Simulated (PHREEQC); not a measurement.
Dissolve 0.011 mol LiOH and 0.0003 mol CO2 per kg of water at 35 °C. Closed to the air; pH follows from the charge balance.

Equilibrium calculation in PHREEQC: ion-association model, phreeqc.dat.

| quantity | before | after |
|---|---|---|
| pH | 11.65 | 10.87 |
| ionic strength (mol/kgw) | 0.0113 | 0.0113 |
| CO3-2 (mol/kgw) | 0.000291 | 0.000265 |
| HCO3- (mol/kgw) | 8.51e-6 | 3.49e-5 |
| CO2 (mol/kgw) | 3.50e-11 | 8.38e-10 |

Problem. Name the change that produced these shifts.
A. CO2 from 0.0003 to 0.00045 mol/kgw
B. temperature from 35 to 65 °C
C. diluted 2-fold with water
D. LiOH left out

Solution. B, temperature from 35 to 65 °C

No solid was allowed to form. Constants without temperature data keep their 25 °C values here.
